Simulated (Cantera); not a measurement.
Feed: 1 mol Fe2O3, 2.9 mol O2, 1.8 mol CO2, at 1002 °C and 0.0340 bar.

Method: chemical equilibrium by Gibbs-energy minimisation in Cantera with the NASA 1993 tables (ideal gas, pure condensed phases). Candidate condensed phases: C, Fe, Fe(CO)5, FeO, Fe2O3, Fe3O4; 15 gas species. The numbers say what is thermodynamically allowed, not how fast it happens.

Base state: O2 0.617, CO2 0.383 (mole fractions); condensed: Fe2O3(s).

Task: What changes in the equilibrium state with this change: 0.087 mol NH3 added?

Result: 
| species | before | after |
|---|---|---|
| O2 | 0.617 | 0.589 |
| CO2 | 0.383 | 0.374 |
| H2O | 0 | 0.0271 |
| N2 | 0 | 0.00902 |
| NO | 0 | 6.01e-5 |
| OH | 0 | 1.23e-5 |
| Fe2O3(s), mol | 1.00 | 1.00 |
Further candidate phases: C6H6, C7H8, C8H18, Fe(OH)2, Fe(OH)3, H2O.
